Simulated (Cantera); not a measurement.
A closed system holds: 1 mol Si3N4, 0.052 mol H2O, 29 mol N2, equilibrated at 2.50 mbar.

These are equilibrium values from Cantera (NASA tables, ideal gas, pure condensed phases), not measurements of a reactor. Candidate condensed phases: H2O, Si, SiO2, Si2N2O, Si3N4; 35 gas species. Mutual solubility and eutectic melting of coexisting phases are not modelled. Rates play no part.

**Question.** Which condensed phases are stable at each of these points (T (K)): 1023, 1123, 1223, 1323, 1423, 1523, 1623, 1723, 1823, 1923?

**Answer.** 
| T (K) | condensed phases | Si condensed (%) |
|---|---|---|
| 1023 | Si2N2O(s) + Si3N4(s) | 100.0 |
| 1123 | Si2N2O(s) + Si3N4(s) | 100.0 |
| 1223 | Si2N2O(s) + Si3N4(s) | 100.0 |
| 1323 | Si2N2O(s) + Si3N4(s) | 100.0 |
| 1423 | Si2N2O(s) + Si3N4(s) | 100.0 |
| 1523 | Si2N2O(s) + Si3N4(s) | 99.8 |
| 1623 | Si3N4(s) | 98.2 |
| 1723 | Si3N4(s) | 97.8 |
| 1823 | Si(l) | 96.2 |
| 1923 | Si(l) | 90.6 |

From 1023 K to 1523 K the condensed part is Si2N2O(s) + Si3N4(s). From 1623 K to 1723 K the condensed part is Si3N4(s). From 1823 K to 1923 K the condensed part is Si(l).
